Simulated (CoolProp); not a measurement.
Model: reference Helmholtz-energy equation of state, Fiedler 2023, in CoolProp.

### Question
Give the vapour pressure (kPa), liquid density (kg/m³), enthalpy of vaporisation (kJ/kg) of saturated tetrahydrofuran at 326.5, 371.7 K.

### Answer
```csv
T (K),p (kPa),liquid density (kg/m³),enthalpy of vaporisation (kJ/kg)
326.5,66.2,850,426
371.7,262,797,391
```
